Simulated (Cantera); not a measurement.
# Silicon oxide and oxynitride deposition: SiH₄ + O₃ + H₂

Charge: 1 mol SiH₄, 0.7 mol O₃, 12 mol H₂, equilibrated at 1.33 mbar.

These are equilibrium values from Cantera (NASA tables, ideal gas, pure condensed phases), not measurements of a reactor. Candidate condensed phases: H₂O, Si, SiO₂; 18 gas species. The tables hold silica as quartz up to 1696 K and as liquid above; real silica turns to tridymite and cristobalite and melts near 1996 K. Kinetics and transport are ignored.

From 523 K to 823 K the condensed part is SiO₂(α-quartz). From 923 K to 1623 K the condensed part is SiO₂(β-quartz). From 1723 K to 1823 K the condensed part is SiO₂(condensed).

```tsv
T (K)	x H₂	x H₂O	x SiO	x H	x OH	x SiO₂	x O	x O₂	n SiO₂(α-quartz)	n SiO₂(β-quartz)	n SiO₂(condensed)
523	0.993	0.00714	<1e-12	<1e-12	<1e-12	<1e-12	<1e-12	<1e-12	1.00	0	0
623	0.993	0.00714	<1e-12	<1e-12	<1e-12	<1e-12	<1e-12	<1e-12	1.00	0	0
723	0.993	0.00714	<1e-12	2.30e-12	<1e-12	<1e-12	<1e-12	<1e-12	1.00	0	0
823	0.993	0.00714	<1e-12	2.00e-10	<1e-12	<1e-12	<1e-12	<1e-12	1.00	0	0
923	0.993	0.00714	<1e-12	6.68e-9	<1e-12	<1e-12	<1e-12	<1e-12	0	1.00	0
1023	0.993	0.00714	<1e-12	1.13e-7	2.14e-12	<1e-12	<1e-12	<1e-12	0	1.00	0
1123	0.993	0.00714	7.48e-11	1.16e-6	4.30e-11	<1e-12	<1e-12	<1e-12	0	1.00	0
1223	0.993	0.00714	9.10e-9	8.21e-6	5.32e-10	<1e-12	<1e-12	<1e-12	0	1.00	0
1323	0.993	0.00714	5.27e-7	4.33e-5	4.50e-9	2.78e-12	<1e-12	<1e-12	0	1.000	0
1423	0.993	0.00716	1.70e-5	0.000181	2.84e-8	1.23e-10	4.66e-12	<1e-12	0	1.000	0
1523	0.992	0.00747	0.000329	0.000630	1.46e-7	3.28e-9	7.98e-11	<1e-12	0	0.995	0
1623	0.985	0.0104	0.00325	0.00188	8.27e-7	5.80e-8	1.30e-9	6.23e-12	0	0.954	0
1723	0.958	0.0219	0.0149	0.00489	6.13e-6	7.24e-7	2.48e-8	2.55e-10	0	0	0.788
1823	0.893	0.0513	0.0446	0.0112	4.48e-5	6.65e-6	4.33e-7	1.10e-8	0	0	0.343
```
x: gas mole fraction; n: condensed amount in mol.
